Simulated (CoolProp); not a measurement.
Vapour-liquid equilibrium of propane (1) + c-C4F8 (RC318) (2) at 0.758 MPa; x and y are mole fractions of (1).

Computed with CoolProp (multi-fluid Helmholtz-energy mixture model, Lemmon 2009 and Platzer 1990; pair parameters Bell 2016). This equation is an older, rougher fit; its heat capacities, sound speeds and derivatives of the liquid may be far off and weren't checked against measurements.

Q: Give the bubble temperature and the first vapour's composition at x = 0.35, 0.5, 0.65. Is there an azeotrope?

A: x = 0.35: 25.3 °C, y = 0.659; x = 0.5: 21.0 °C, y = 0.737; x = 0.65: 18.4 °C, y = 0.792. y crosses x between x = 0.8 and 0.95: the model has an azeotrope there.

The pair parameters rest on a limited set of measurements; away from them the model extrapolates.
